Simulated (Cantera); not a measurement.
Charge: 1 mol Pb, 13 mol NH3, 5.2 mol N2, 1.3 mol CO, 0.00039 mol CO2, equilibrated at 14.3 Torr.

Cantera equilibrium calculation (NASA polynomials, part measured and part estimated; ideal gas, pure solids and liquids). Candidate condensed phases: C, C6H6, C7H8, C8H18, H2O, Pb, PbO, PbO2, Pb3O4; 139 gas species. The numbers say what is thermodynamically allowed, not how fast it happens.

x: gas mole fraction; n: condensed amount in mol.

```csv
T (K),x H2,x N2,x CO,x Pb,x CH4,n Pb(l)
850,0.594,0.363,0.0360,1.68e-5,___,0.999
950,0.599,0.360,0.0393,0.000265,___,0.991
1050,0.598,0.359,0.0397,0.00245,___,0.920
1150,0.591,0.355,0.0393,0.0152,___,0.497
1250,0.582,0.349,0.0388,0.0299,___,0
1350,0.582,0.349,0.0388,0.0298,___,0
1450,0.582,0.349,0.0388,0.0298,___,0
1550,0.582,0.349,0.0388,0.0298,___,0
```

**Question.** Fill in the missing entries.

**Answer.** 
- 850, x CH4: 0.00375
- 950, x CH4: 0.000723
- 1050, x CH4: 0.000178
- 1150, x CH4: 4.99e-5
- 1250, x CH4: 1.33e-5
- 1350, x CH4: 3.33e-6
- 1450, x CH4: 8.83e-7
- 1550, x CH4: 2.68e-7
